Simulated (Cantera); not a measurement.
Gas mixture: N2 : CH4 : C2H2 = 0.39 : 0.17 : 0.64 (molar parts), at 101000 Pa, frozen composition.

Cantera's kinetic-theory transport with the Lennard-Jones parameters of GRI-Mech 3.0, ideal gas; thermal conductivity in the multicomponent form. The composition is frozen, though it would react at the higher temperatures.

One state of this run: ρ (kg/m³) = 0.474; cp (J/kg/K) = 1961; μ (µPa s) = 23.4; λ (mW/m/K) = 62.4; Pr = 0.736; D (cm²/s) H = 4.05; D (cm²/s) CH4 = 0.759; D (cm²/s) CH3 = 0.780. D: mixture-averaged diffusion coefficient of that species in the mixture.

### Question
Which value of T (K) does it belong to?
A) 1150
B) 1400
C) 900
D) 650

### Answer
D, 650
